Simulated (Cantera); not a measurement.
A perfectly stirred reactor is fed with CH4 : CO : O2 : N2 : H2 = 1 : 1.1 : 3 : 30 : 1 (molar parts), equivalence ratio 1.0, at 93000 Pa; it is adiabatic with a 473 K inlet, and is followed from long to short residence time, starting on the burning branch (τ in s: 0.22, 0.1, 0.049, 0.023, 0.011, 0.0052, 0.0025, 0.0012, 0.00055, 0.00026, 0.00012, 5.9e-05, 2.8e-05).

Detailed kinetics in Cantera: GRI-Mech 3.0 (53 species, 325 reactions).

Predict: blow-out, bracketed by the residence times tried; x(CH4) at τ = 0.220 s; x(CO) at τ = 0.220 s; x(O2) at τ = 0.220 s; x(CO2) at τ = 0.220 s; x(CH2CO) at τ = 0.220 s; x(CH4) at τ = 2.50 ms; x(CO) at τ = 2.50 ms; x(O2) at τ = 2.50 ms; x(CO2) at τ = 2.50 ms; x(CH2CO) at τ = 2.50 ms.

blow-out, bracketed by the residence times tried: burning at 1.20 ms, out at 0.550 ms
x(CH4) at τ = 0.220 s: 7.65e-6
x(CO) at τ = 0.220 s: 0.00374
x(O2) at τ = 0.220 s: 0.00133
x(CO2) at τ = 0.220 s: 0.0560
x(CH2CO) at τ = 0.220 s: 5.49e-9
x(CH4) at τ = 2.50 ms: 0.000182
x(CO) at τ = 2.50 ms: 0.0125
x(O2) at τ = 2.50 ms: 0.00784
x(CO2) at τ = 2.50 ms: 0.0465
x(CH2CO) at τ = 2.50 ms: 6.03e-8
